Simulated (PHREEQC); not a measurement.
A solution holds 0.003 mol HF per kg of water, at 90 °C. Closed to the air; pH follows from the charge balance.

All values are PHREEQC results (ion-association model, wateq4f.dat), not measurements.

Each row changes one thing in this solution. This is a speciation only: nothing precipitates in the calculation.

```
case                               pH  ionic strength (mol/kgw)  HF (mol/kgw)  F- (mol/kgw)  HF2- (mol/kgw)
-------------------------------  ----  ------------------------  ------------  ------------  --------------
as made                          3.19                  0.000674       0.00232      0.000668         6.40e-6
diluted 100-fold with water      4.58                   2.63e-5       3.74e-6       2.63e-5        4.06e-10
HF from 0.003 to 0.0027 mol/kgw  3.21                  0.000634       0.00206      0.000629         5.36e-6
HF from 0.003 to 0.0006 mol/kgw  3.60                  0.000256      0.000344      0.000255         3.63e-7
temperature from 90 to 45 °C     3.02                  0.000994       0.00199      0.000986         8.38e-6
```

Species that the database lacks are ignored. At this temperature some constants are extrapolated from 25 °C, and those without enthalpy data are left unchanged.
